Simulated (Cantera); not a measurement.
Input (Python, Cantera) and output of one run.

```python
import numpy as np
import cantera as ct

gas_names = """
    Fe FeO Fe(OH)2 H HO2 H2 H2O H2O2 H2S H2SO4 O OH O2 O3 S SH SO SO2 SO3 S2 S2O S8
""".split()
cond_names = """
    Fe(a) Fe(c) Fe(d) Fe(L) FeO(s) FeO(L) Fe(OH)2(s) Fe(OH)3(s) FeS(a) FeS(b) FeS(c) FeS(L) FeSO4(s)
    FeS2(s) Fe2O3(s) Fe2S3O12(s) Fe3O4(s) H2O(s) H2O(L) H2SO4(L) S(cr1) S(cr2) S(L)
""".split()


# ... load() reads the species with a 1 bar reference pressure and builds the phases ...
atoms = {
    'Fe2O3': {'Fe': 2, 'O': 3},
    'SO2': {'S': 1, 'O': 2},
    'H2O': {'H': 2, 'O': 1},
    'H2S': {'H': 2, 'S': 1},
}
top_T = {'FeSO4(s)': 950, 'FeS2(s)': 1010, 'Fe2O3(s)': 1830, 'Fe2S3O12(s)': 1100, 'Fe3O4(s)': 1870}  # K; cautious upper limits of use, not melting points


# ... equilibrate(T, P, feed) seeds the gas with the atoms and calls Mixture.equilibrate('TP', solver="vcs", rtol=1e-11, max_steps=5000) ...
results = []
T = 1598.15  # K
P = 1300  # Pa
for m in [0.27, 0.34, 0.42, 0.52, 0.65, 0.8, 1, 1.2, 1.5]:
    feed = {'Fe2O3': 1, 'SO2': 0.12, 'H2O': 0.037, 'H2S': m}  # mol
    mix = equilibrate(T, P, feed)
    results.append((T, P, feed, dict(zip(mix.species_names, mix.species_moles))))

top = {s: max(r[3][s] / sum(r[3][g] for g in gas_names) for r in results) for s in gas_names}
cols = sorted((s for s in top if top[s] > 0.001), key=lambda s: -top[s])[:5]
seen = [c for c in cond_names if any(r[3].get(c, 0) > 1e-12 for r in results)]
print("log10 of partial pressures in bar; condensed amounts in mol")
print(f"{'n(H2S)':>10s}" + "".join(f"{s[:9]:>10s}" for s in cols + seen))
for T, P, feed, n in results:
    ng = sum(n[g] for g in gas_names)
    print(f"{feed['H2S']:10.4g}" + "".join(f"{np.log10(max(n[s] / ng * P / 1e5, 1e-99)):10.3f}" for s in cols)
          + "".join(f"{n.get(c, 0):10.4g}" for c in seen))
```

Output:

```
log10 of partial pressures in bar; condensed amounts in mol
    n(H2S)       SO2       H2O        S2        H2       H2S    FeO(s)    FeS(L)  Fe3O4(s)
      0.27    -2.140    -2.249    -6.680    -4.035    -7.008      1.41         0    0.1965
      0.34    -2.151    -2.249    -5.233    -3.667    -5.917         2         0         0
      0.42    -2.228    -2.261    -3.216    -3.136    -4.378         2         0         0
      0.52    -2.322    -2.252    -2.891    -2.999    -4.078         2         0         0
      0.65    -2.435    -2.245    -2.710    -2.890    -3.879         2         0         0
       0.8    -2.559    -2.244    -2.602    -2.800    -3.735         2         0         0
         1    -2.663    -2.234    -2.576    -2.732    -3.653     1.922   0.07818         0
       1.2    -2.709    -2.215    -2.607    -2.697    -3.634     1.772    0.2284         0
       1.5    -2.768    -2.196    -2.646    -2.659    -3.615     1.546    0.4535         0
```

Cantera equilibrium calculation (NASA polynomials, part measured and part estimated; ideal gas, pure solids and liquids). Metal and sulfide melt together well below either melting point, which pure phases cannot show. Mutual solubility and eutectic melting of coexisting phases are not modelled. The tables' stoichiometric FeO is somewhat more stable than real wüstite, so its field is too wide. FeO, FeS: taken at fixed stoichiometry.
